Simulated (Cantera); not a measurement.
A closed system holds: 1 mol SiHCl₃, 150 mol H₂, equilibrated at 2152 °C.

Equilibrium computed with Cantera from the NASA thermochemical tables; the gas is ideal and each condensed phase is pure. Candidate condensed phases: Si; 19 gas species. Gases not in the tables: Si₂H₆ and higher silanes. Rates play no part.

Q: Which condensed phases are stable at each of these points (P (Pa)): 100, 220, 460, 1000, 2200, 4600, 10000, 22000, 46000, 100000?

A: 
```csv
P (Pa),condensed phases,Si condensed (%)
100,gas only,0.0
220,gas only,0.0
460,gas only,0.0
1000,gas only,0.0
2200,gas only,0.0
4600,gas only,0.0
10000,gas only,0.0
22000,gas only,0.0
46000,gas only,0.0
100000,Si(l),21.0
```

From 1.00 mbar to 0.460 bar nothing is condensed. At 1.00 bar the condensed part is Si(l).
